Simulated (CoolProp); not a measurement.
Saturated liquid density (kg/m³) of R1233zd(E): the reference equation beside estimates from Tc = 165.7 °C, pc = 3.583 MPa, ω = 0.304.

Model: reference Helmholtz-energy equation of state, Akasaka 2022, in CoolProp.

```tsv
T (°C)	reference	van der Waals	Redlich-Kwong	Peng-Robinson
42.55	1219	718.8	1038	1236
49.75	1201	707.7	1018	1215
56.85	1182	696.5	998.0	1194
63.95	1162	684.8	977.1	…
71.15	1141	672.5	954.9	1146
78.25	1120	659.8	932.1	1121
85.35	1098	646.6	908.3	1093
92.55	1075	632.5	883.0	…
99.65	1051	618.0	856.7	…
106.75	1025	602.5	829.0	999.7
113.95	997.6	585.9	…	963.2
121.05	968.2	568.3	767.5	924.1
```

### Question
Complete the blanks.

### Answer

- 63.95, Peng-Robinson: 1171
- 92.55, Peng-Robinson: 1064
- 99.65, Peng-Robinson: 1033
- 113.95, Redlich-Kwong: 799.1

Absolute difference from the reference over all 12 rows, mean and median: van der Waals 41.1 and 41.1 %, Redlich-Kwong 17.3 and 17.0 %, Peng-Robinson 1.5 and 1.1 %.
